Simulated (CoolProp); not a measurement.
Vapour-liquid equilibrium of CH2F2 (R32) (1) + R152A (2) at 0.0626 MPa; x and y are mole fractions of (1).

Computed with CoolProp (multi-fluid Helmholtz-energy mixture model, Tillner-Roth 1997 and Outcalt 1996; pair parameters Bell 2016).

```
x     bubble temperature (°C)  y at the bubble point  dew temperature at overall composition x (°C)  liquid density (mol/L)
----  -----------------------  ---------------------  ---------------------------------------------  ----------------------
0.05                    -37.1                  0.165                                          -35.2                   15.96
0.15                    -41.6                    [?]                                          -36.8                   16.64
0.25                    -45.3                  0.563                                          -38.6                   17.33
0.35                    -48.3                  0.677                                          -40.5                   18.04
0.45                    -50.9                  0.762                                          -42.6                   18.79
0.55                    -53.2                  0.827                                            [?]                   19.57
0.65                    -55.1                  0.879                                            [?]                   20.40
0.75                    -56.9                  0.921                                          -50.6                   21.29
0.85                    -58.5                  0.956                                          -54.0                   22.24
0.95                    -60.0                  0.986                                          -58.2                   23.25
```

### Question
Complete the blanks.

### Answer

- 0.15, y at the bubble point: 0.403
- 0.55, dew temperature at overall composition x (°C): -45.0
- 0.65, dew temperature at overall composition x (°C): -47.6

No azeotrope shows between x = 0.05 and 0.95.

The pair parameters rest on a limited set of measurements; away from them the model extrapolates.
